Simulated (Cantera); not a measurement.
## Ignition delay

Mixture: 8.26 % C3H8, 23.0 % O2, 68.8 % N2, at 33000 Pa, adiabatic and at constant volume. Ignition delay is the time to a rise of 400 K.

Detailed kinetics in Cantera: GRI-Mech 3.0 (53 species, 325 reactions). GRI-Mech 3.0 was tuned for natural gas; its chemistry of propane as a main component is partial and can be far from experiment.

```tsv
T0 (K)	delay (ms)
1300	1.39
1350	0.676
1400	0.363
1450	0.213
1500	0.135
1550	0.0918
1600	0.0657
1650	0.0492
```

The apparent activation energy between 1550 and 1650 K comes out as 130 kJ/mol.
